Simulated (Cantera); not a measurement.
Charge: 1 mol Fe3O4, 0.74 mol CH4, 0.11 mol H2, equilibrated at 2600 K and 2.30 bar.

Method: chemical equilibrium by Gibbs-energy minimisation in Cantera with the NASA 1993 tables (ideal gas, pure condensed phases). Candidate condensed phases: C, C6H6, C7H8, C8H18, Fe, Fe(CO)5, FeO, Fe(OH)2, Fe(OH)3, Fe2O3, Fe3O4, H2O; 114 gas species. Each liquid is taken as pure. Mutual solubility and eutectic melting of coexisting phases are not modelled. The tables' stoichiometric FeO is somewhat more stable than real wüstite, so its field is too wide. FeO: taken at fixed stoichiometry. Kinetics and transport are ignored.

Base state: H2 0.434, CO 0.284, H2O 0.214, Fe 0.0259, CO2 0.0217, H 0.0167, OH 0.00190, FeO 0.000764 (mole fractions); condensed: Fe(l) + FeO(l).

Q: What changes in the equilibrium state with this change: H2 from 0.11 to 16 mol?

A: 
| species | before | after |
|---|---|---|
| H2 | 0.434 | 0.743 |
| H2O | 0.214 | 0.169 |
| CO | 0.284 | 0.0378 |
| CO2 | 0.0217 | 0.00133 |
| H | 0.0167 | 0.0218 |
| Fe | 0.0259 | 0.0259 |
| Fe(OH)2 | 0.000636 | 0.000231 |
| FeO | 0.000764 | 0.000352 |
| Fe(l), mol | 0.254 | 2.50 |
| FeO(l), mol | 2.68 | 0 |

Q: What changes in the equilibrium state with this change: temperature from 2600 K to 2423 K?

A: 
```tsv
species	before	after
H2	0.434	0.450
CO	0.284	0.290
H2O	0.214	0.220
Fe	0.0259	0.00763
H	0.0167	0.00784
CO2	0.0217	0.0237
O	4.74e-5	8.43e-6
FeO	0.000764	0.000171
OH	0.00190	0.000725
Fe(OH)2	0.000636	0.000404
Fe(l), mol	0.254	0.299
FeO(l), mol	2.68	2.68
```
